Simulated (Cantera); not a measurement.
Input: 1 mol H2S, 1.8 mol H2, 0.075 mol SO2, held at 1700 K and 0.0100 bar.

Cantera equilibrium calculation (NASA polynomials, part measured and part estimated; ideal gas, pure solids and liquids). Candidate condensed phases: H2O, H2SO4, S; 19 gas species. Equilibrium is a limit: real reactors are often held back by kinetics, nucleation or transport.

Base state: H2 0.761, S2 0.136, H2O 0.0451, H2S 0.0434, SH 0.0105, H 0.00129, S 0.00117, SO 0.000528 (mole fractions); condensed: gas only.

### Question
What changes in the equilibrium state with this change: H2S replaced by SF6?

### Answer
```tsv
species	before	after
HF	0	0.728
SF2	0	0.165
F	0	0.0609
H2	0.761	<1e-9
H2O	0.0451	<1e-9
H2S	0.0434	<1e-9
SOF2	0	0.0189
SH	0.0105	<1e-9
S2	0.136	0.000290
SF3	0	0.00979
S2F2 (SSF2)	0	0.00544
SF4	0	0.00337
SF	0	0.00250
```
The tables' values for SOF2, SF3, S2F2 (SSF2), FS2F (FSSF) are old estimates; treat these amounts as uncertain.
